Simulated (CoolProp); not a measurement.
Vapour-liquid equilibrium of octamethyltrisiloxane (MDM) (1) + octamethylcyclotetrasiloxane (D4) (2) at 0.0588 MPa; x and y are mole fractions of (1).

The numbers come from the multi-fluid Helmholtz-energy mixture model, Thol 2017 and Thol 2015; pair parameters Bell 2016 in CoolProp.

| x | bubble temperature (K) | y at the bubble point | dew temperature at overall composition x (K) | liquid density (mol/L) |
|---|---|---|---|---|
| 0.05 | ? | 0.091 | ? | 2.689 |
| 0.2 | ? | 0.319 | 425.0 | 2.732 |
| 0.35 | 419.0 | 0.498 | 422.0 | 2.775 |
| 0.5 | ? | 0.647 | 418.9 | 2.817 |
| 0.65 | 412.5 | 0.774 | ? | 2.858 |
| 0.8 | 409.6 | 0.882 | 411.9 | 2.900 |
| 0.95 | 406.9 | 0.973 | ? | 2.942 |

Question: What belongs in the gaps?

Answer: 
- 0.05, bubble temperature (K): 427.0
- 0.05, dew temperature at overall composition x (K): 427.8
- 0.2, bubble temperature (K): 422.7
- 0.5, bubble temperature (K): 415.6
- 0.65, dew temperature at overall composition x (K): 415.6
- 0.95, dew temperature at overall composition x (K): 407.6

No azeotrope shows between x = 0.05 and 0.95.

The pair parameters rest on a limited set of measurements; away from them the model extrapolates.
